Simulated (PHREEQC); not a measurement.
1 kg of water holding 0.19 mol/kgw Na2CO3, 0.4 mol/kgw Na2SO4 and 0.22 mol/kgw KCl is evaporated at 25 °C; the solids stay in contact with the brine. CO2 is held at log p = -3.4 (atm). Only these solids could form: Arcanite, Burkeite, Glaserite, Halite, Kalicinite, Mirabilite, Misenite, Nahcolite, Natron, Sylvite, Thenardite, Trona.

The series has 17 steps of water left (kg), from 0.9993 to 0.04216.

Equilibrium calculation in PHREEQC: Pitzer model, pitzer.dat.

**Question.** Which solids form, in which order, and at which step of the series does each first stand?

**Answer.** Glaserite from water left = 0.2078 kg (pH 9.93); Thenardite from water left = 0.1403 kg (pH 9.93), last present at water left = 0.0481 kg; Trona from water left = 0.114 kg (pH 9.92); Burkeite from water left = 0.04216 kg (pH 9.76).

Species that the database lacks are ignored.
